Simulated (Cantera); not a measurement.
Charge: 1 mol SiH2Cl2, 6.4 mol N2, 1.5 mol H2, held at 8.20 mbar.

Cantera equilibrium calculation (NASA polynomials, part measured and part estimated; ideal gas, pure solids and liquids). Candidate condensed phases: NH4Cl, Si, Si3N4; 28 gas species. The tables' values for SiCl3, SiCl are old estimates; treat these amounts as uncertain. Rates play no part. All values below are at 1650 K.

Base state: N2 0.634, H2 0.208, HCl 0.106, SiCl2 0.0498, SiCl3 0.00109, H 0.000458, Cl 0.000183, SiCl4 5.21e-5 (mole fractions); condensed: Si3N4(s).

Q: What changes in the equilibrium state with this change: SiH2Cl2 replaced by SiHCl3?

A: 
```
species         before     after
-------------  -------  --------
N2               0.634     0.645
H2               0.208     0.144
HCl              0.106     0.118
SiCl2           0.0498    0.0890
SiCl4          5.21e-5  0.000168
SiCl3          0.00109   0.00261
Si3N4(s), mol    0.171    0.0324
```
